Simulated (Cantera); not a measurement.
Feed: 1 mol toluene, 0.025 mol CO2, 0.78 mol O2, equilibrated at 623.15 K and 0.0133 bar.

Equilibrium computed with Cantera from the NASA thermochemical tables; the gas is ideal and each condensed phase is pure. Candidate condensed phases: C, C6H6, C7H8, C8H18, H2O; 110 gas species. The numbers say what is thermodynamically allowed, not how fast it happens.

Base state: H2 0.482, H2O 0.282, CH4 0.157, CO2 0.0729, CO 0.00588 (mole fractions); condensed: C(graphite).

**Question.** What changes in the equilibrium state with this change: temperature from 623.15 K to 2925 K?

**Answer.** 
```json
[
 {"species": "H", "before": "<1e-9", "after": "0.526"},
 {"species": "H2", "before": "0.482", "after": "0.237"},
 {"species": "CO", "before": "0.00588", "after": "0.207"},
 {"species": "H2O", "before": "0.282", "after": "6.55e-9"},
 {"species": "CO2", "before": "0.0729", "after": "<1e-9"},
 {"species": "C2H2 (acetylene)", "before": "<1e-9", "after": "0.0118"},
 {"species": "C3", "before": "<1e-9", "after": "0.0103"},
 {"species": "CH4", "before": "0.157", "after": "6.35e-8"},
 {"species": "C2H", "before": "<1e-9", "after": "0.00403"},
 {"species": "C", "before": "<1e-9", "after": "0.00183"},
 {"species": "C2", "before": "<1e-9", "after": "0.00103"},
 {"species": "C(graphite), mol", "before": "6.15", "after": "4.88"}
]
```

**Question.** What changes in the equilibrium state with this change: O2 from 0.78 to 0.042 mol?

**Answer.** 
| species | before | after |
|---|---|---|
| H2 | 0.482 | 0.661 |
| CH4 | 0.157 | 0.296 |
| H2O | 0.282 | 0.0411 |
| CO2 | 0.0729 | 0.000821 |
| CO | 0.00588 | 0.000623 |
| C(graphite), mol | 6.15 | 6.11 |
